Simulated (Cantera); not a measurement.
Input: 1 mol SiHCl3, 98 mol N2, equilibrated at 1248 K and 0.100 bar.

Method: chemical equilibrium by Gibbs-energy minimisation in Cantera with the NASA 1993 tables (ideal gas, pure condensed phases). Candidate condensed phases: NH4Cl, Si, Si3N4; 28 gas species. N2 is the only nitrogen source here; it is nearly inert below about 1500 K, so the nitride shown seldom forms there in practice. The tables' values for SiCl3 are old estimates; treat these amounts as uncertain. The numbers say what is thermodynamically allowed, not how fast it happens.

Base state: N2 0.985, HCl 0.00943, SiCl4 0.00498, H2 0.000321, SiCl3 0.000234, SiCl2 7.90e-5 (mole fractions); condensed: Si3N4(s).

Question: What changes in the equilibrium state with this change: temperature from 1248 K to 2023 K?

Answer: 
| species | before | after |
|---|---|---|
| N2 | 0.985 | 0.979 |
| SiCl2 | 7.90e-5 | 0.00969 |
| HCl | 0.00943 | 0.00845 |
| SiCl4 | 0.00498 | 5.00e-6 |
| SiCl | <1e-9 | 6.20e-5 |
| Si | <1e-9 | 2.29e-5 |
| H | 2.65e-8 | 0.000158 |
| Cl | 6.65e-7 | 0.00143 |
| H2 | 0.000321 | 0.000691 |
| Si3N4(s), mol | 0.158 | 0 |
The tables' values for SiCl3, SiCl are old estimates; treat these amounts as uncertain.

Question: What changes in the equilibrium state with this change: temperature from 1248 K to 1998 K?

Answer: 
```csv
species,before,after
N2,0.985,0.979
SiCl2,7.90e-5,0.00968
HCl,0.00943,0.00856
SiCl4,0.00498,6.71e-6
SiCl,<1e-9,4.86e-5
Si,<1e-9,1.53e-5
H,2.65e-8,0.000130
"Si3N4(s), mol",0.158,0
```
The tables' values for SiCl3, SiCl are old estimates; treat these amounts as uncertain.
